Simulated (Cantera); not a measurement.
Input (Python, Cantera):

```python
import numpy as np
import cantera as ct

gas = ct.Solution("gri30.yaml")
gas.TPX = 500, 1000000, {'CH3OH': 1, 'O2': 0.938, 'N2': 8.53}
inlet = ct.Reservoir(gas, clone=True)
gas.equilibrate("HP")  # start burning
reactor = ct.IdealGasConstPressureReactor(gas, energy="on", clone=False)
exhaust = ct.Reservoir(gas, clone=True)
tau = [0.16, 0.053, 0.018, 0.0059, 0.002, 0.00067, 0.00022, 7.5e-05, 2.5e-05][0]
for a, b in ((inlet, reactor), (reactor, exhaust)):
    ct.MassFlowController(a, b, mdot=lambda t: reactor.mass / tau)
net = ct.ReactorNet([reactor])
show = ['CH3OH', 'O2', 'HO2', 'CH2', 'HCN']

rows = []
print(f"{'tau/s':>10s}{'T/K':>9s}" + "".join(f"{s:>11s}" for s in show))
for tau in [0.16, 0.053, 0.018, 0.0059, 0.002, 0.00067, 0.00022, 7.5e-05, 2.5e-05]:
    net.initial_time = 0.0
    net.advance(30 * tau)
    before = gas.X
    net.advance(40 * tau)
    drift = np.max(np.abs(gas.X - before) / (gas.X + 1e-9))
    rows.append([gas.T, *gas[show].X, drift])
    print(f"{tau:10.3e}{gas.T:9.1f}" + "".join(f"{x:11.3e}" for x in gas[show].X))
```

Result:

```
     tau/s      T/K      CH3OH         O2        HO2        CH2        HCN
 1.600e-01   1458.6  9.518e-06  1.396e-04  5.685e-07  6.367e-10  1.484e-08
 5.300e-02   1456.1  2.073e-05  2.998e-04  1.433e-06  1.938e-09  2.622e-08
 1.800e-02   1450.8  4.510e-05  6.294e-04  3.553e-06  5.523e-09  4.001e-08
 5.900e-03   1438.7  1.067e-04  1.366e-03  9.585e-06  1.468e-08  4.724e-08
 2.000e-03   1405.6  3.526e-04  3.478e-03  3.525e-05  2.215e-08  1.773e-08
 6.700e-04    500.0  9.553e-02  8.961e-02 -1.018e-19  9.952e-34 -1.029e-22
 2.200e-04    500.0  9.553e-02  8.961e-02 -6.359e-23  9.905e-34 -6.426e-26
 7.500e-05    500.0  9.553e-02  8.961e-02 -4.016e-24  9.914e-34 -4.059e-27
 2.500e-05    500.0  9.553e-02  8.961e-02 -2.537e-25  9.909e-34 -2.564e-28
```

Detailed kinetics in Cantera: GRI-Mech 3.0 (53 species, 325 reactions). GRI-Mech 3.0 was tuned for natural gas; its chemistry of methanol as a main component is partial and can be far from experiment.
